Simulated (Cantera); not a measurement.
Charge: 1 mol SiH4, 0.16 mol O2, 3.5 mol N2, at 850 K and 100000 Pa.

Equilibrium computed with Cantera from the NASA thermochemical tables; the gas is ideal and each condensed phase is pure. Candidate condensed phases: H2O, Si, SiO2, Si2N2O, Si3N4; 35 gas species. N2 is the only nitrogen source here; it is nearly inert below about 1500 K, so the nitride shown seldom forms there in practice. Rates play no part.

Base state: N2 0.595, H2 0.404, NH3 0.000368 (mole fractions); condensed: Si2N2O(s) + Si3N4(s).

Task: What changes in the equilibrium state with this change: SiH4 replaced by SiCl4?

Result: 
| species | before | after |
|---|---|---|
| N2 | 0.595 | 0.751 |
| SiCl4 | 0 | 0.180 |
| Cl2 | 0 | 0.0687 |
| H2 | 0.404 | 0 |
| NH3 | 0.000368 | 0 |
| Si2N2O(s), mol | 0.320 | 0 |
| Si3N4(s), mol | 0.120 | 0 |
| SiO2(β-quartz), mol | 0 | 0.160 |
